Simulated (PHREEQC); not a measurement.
Solution (25 °C): 23 mmol/kgw NaCl, 190 mmol/kgw Li2SO4 and 1.1 mmol/kgw Na2CO3. Closed to the air; pH follows from the charge balance.

All values are PHREEQC results (ion-association model, phreeqc.dat), not measurements.

No solid was allowed to form.

Predict the pH, density, ionic strength.

pH 10.26; density 1.017 g/cm³; ionic strength 0.500 mol/kgw.

In which forms is S present?

SO4-2 75 %, LiSO4- 23 %, NaSO4- 1.7 % of the S.

Complexes and solids missing from the database can't appear.
